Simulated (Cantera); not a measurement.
A closed system holds: 1 mol SiH2Cl2, 0.17 mol NH3, 11 mol N2, at 0.188 Torr.

Equilibrium computed with Cantera from the NASA thermochemical tables; the gas is ideal and each condensed phase is pure. Candidate condensed phases: NH4Cl, Si, Si3N4; 28 gas species. The tables' values for SiCl3, SiCl are old estimates; treat these amounts as uncertain. Rates play no part. All values below are at 1573 K.

Base state: N2 0.828, H2 0.0763, SiCl2 0.0568, HCl 0.0371, H 0.000710, Cl 0.000274, Si 0.000205, SiCl3 0.000192 (mole fractions); condensed: Si3N4(s).

Problem. What changes in the equilibrium state with this change: NH3 from 0.17 to 0.67 mol?

Solution. 
| species | before | after |
|---|---|---|
| N2 | 0.828 | 0.787 |
| H2 | 0.0763 | 0.120 |
| SiCl2 | 0.0568 | 0.0490 |
| HCl | 0.0371 | 0.0424 |
| SiCl3 | 0.000192 | 0.000151 |
| H | 0.000710 | 0.000891 |
| Cl | 0.000274 | 0.000250 |
| SiCl | 0.000175 | 0.000166 |
| Si | 0.000205 | 0.000212 |
| Si3N4(s), mol | 0.0811 | 0.0996 |
The tables' values for SiCl, SiCl3 are old estimates; treat these amounts as uncertain.
